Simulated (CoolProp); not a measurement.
The numbers come from the reference Helmholtz-energy equation of state, Jacobsen 1992 in CoolProp.

Problem. Give the vapour pressure (MPa), liquid density (kg/m³), surface tension (mN/m), vapour viscosity (µPa s) of saturated R11 at 40.25 °C.

Solution. 
```tsv
T (°C)	p (MPa)	liquid density (kg/m³)	surface tension (mN/m)	vapour viscosity (µPa s)
40.25	0.176	1440	15.9	10.6
```

Viscosity comes from a separate model (Klein 1997), an estimate that may be off by 10 % or more. Surface tension comes from a separate correlation (Mulero 2012).
